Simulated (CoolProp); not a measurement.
Vapour pressure (MPa) of sulfur dioxide: the reference equation beside estimates from Tc = 430.6 K, pc = 7.887 MPa, ω = 0.256.

The numbers come from the reference Helmholtz-energy equation of state, Gao 2016 in CoolProp.

```
T (K)  reference  Lee-Kesler  van der Waals  Redlich-Kwong  Soave-Redlich-Kwong  Peng-Robinson
-----  ---------  ----------  -------------  -------------  -------------------  -------------
332        1.069       1.074          2.542          1.482                1.076          1.064
337.4      1.229       1.234          2.743          1.669                1.238          1.223
342.7      1.403       1.409          2.950          1.868                1.415          1.397
348        1.595       1.601          3.167          2.083                1.610          1.589
353.3      1.805       1.811          3.393          2.314                1.824          1.800
358.7      2.040       2.046          3.634          2.567                2.063          2.035
364        2.292       2.297          3.881          2.833                2.319          2.288
369.3      2.566       2.571          4.138          3.117                2.598          2.564
374.6      2.864       2.868          4.405          3.419                2.901          2.865
379.9      3.187       3.190          4.682          3.741                3.229          3.190
```

Absolute difference from the reference over all 10 rows, mean and median: Lee-Kesler 0.3 and 0.3 %, van der Waals 86.7 and 83.1 %, Redlich-Kwong 27.4 and 27.0 %, Soave-Redlich-Kwong 1.0 and 1.1 %, Peng-Robinson 0.3 and 0.3 %.
